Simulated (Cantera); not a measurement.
A Cantera script and what it prints.

```python
import numpy as np
import cantera as ct

gas_names = """
    H HNO HNO2 HNO3 HO2 H2 H2O H2O2 N NH NH2 NH3 NH2OH NO NO2 NO3 N2 N2H2 N2H4 N2O O OH O2 O3 Si SiH
    SiH2 SiH3 SiH4 SiN SiO SiO2 Si2 Si2N Si3
""".split()
cond_names = """
    H2O(s) H2O(L) Si(cr) Si(L) SiO2(Lqz) SiO2(hqz) SiO2(L) Si2N2O(s) Si3N4(a)
""".split()


# ... load() reads the species with a 1 bar reference pressure and builds the phases ...
atoms = {
    'Si3N4': {'Si': 3, 'N': 4},
    'O2': {'O': 2},
    'H2': {'H': 2},
}
top_T = {'Si2N2O(s)': 2100, 'Si3N4(a)': 2400}  # K; cautious upper limits of use, not melting points


# ... equilibrate(T, P, feed) seeds the gas with the atoms and calls Mixture.equilibrate('TP', solver="vcs", rtol=1e-11, max_steps=5000) ...
results = []
T = 1023.15  # K
P = 133.322  # Pa
for m in [0.11, 0.17, 0.26, 0.39, 0.6, 0.91, 1.4, 2.1]:
    feed = {'Si3N4': 1, 'O2': m, 'H2': 430}  # mol
    mix = equilibrate(T, P, feed)
    results.append((T, P, feed, dict(zip(mix.species_names, mix.species_moles))))
    x = sorted(zip(gas.X, gas.species_names), reverse=True)
    print(f"T = {T:g} K  P = {P:g} Pa  n(O2) = {m:g} mol  gas = {mix.phase_moles(0):.4g} mol")
    print("   x: " + "  ".join(f"{s} {v:.3e}" for v, s in x if v > 1e-05))
    print("   condensed (mol): " + ("  ".join(f"{mix.phase(i).name} {mix.phase_moles(i):.4g}"
          for i in range(1, mix.n_phases) if mix.phase_moles(i) > 1e-12) or "none"))
```

It prints:

```
T = 1023.15 K  P = 133.322 Pa  n(O2) = 0.11 mol  gas = 430.1 mol
   x: H2 9.998e-01  N2 1.705e-04
   condensed (mol): Si2N2O(s) 0.22  Si3N4(a) 0.8533
T = 1023.15 K  P = 133.322 Pa  n(O2) = 0.17 mol  gas = 430.1 mol
   x: H2 9.997e-01  N2 2.635e-04
   condensed (mol): Si2N2O(s) 0.34  Si3N4(a) 0.7733
T = 1023.15 K  P = 133.322 Pa  n(O2) = 0.26 mol  gas = 430.2 mol
   x: H2 9.996e-01  N2 4.029e-04
   condensed (mol): Si2N2O(s) 0.52  Si3N4(a) 0.6533
T = 1023.15 K  P = 133.322 Pa  n(O2) = 0.39 mol  gas = 430.3 mol
   x: H2 9.994e-01  N2 6.043e-04
   condensed (mol): Si2N2O(s) 0.78  Si3N4(a) 0.48
T = 1023.15 K  P = 133.322 Pa  n(O2) = 0.6 mol  gas = 430.4 mol
   x: H2 9.991e-01  N2 9.294e-04
   condensed (mol): Si2N2O(s) 1.2  Si3N4(a) 0.2
T = 1023.15 K  P = 133.322 Pa  n(O2) = 0.91 mol  gas = 430.6 mol
   x: H2 9.986e-01  N2 1.408e-03
   condensed (mol): SiO2(hqz) 0.2127  Si2N2O(s) 1.394
T = 1023.15 K  P = 133.322 Pa  n(O2) = 1.4 mol  gas = 430.9 mol
   x: H2 9.978e-01  N2 2.165e-03
   condensed (mol): SiO2(hqz) 0.866  Si2N2O(s) 1.067
T = 1023.15 K  P = 133.322 Pa  n(O2) = 2.1 mol  gas = 431.4 mol
   x: H2 9.968e-01  N2 3.244e-03
   condensed (mol): SiO2(hqz) 1.799  Si2N2O(s) 0.6004
```

Method: chemical equilibrium by Gibbs-energy minimisation in Cantera with the NASA 1993 tables (ideal gas, pure condensed phases). Mutual solubility and eutectic melting of coexisting phases are not modelled.
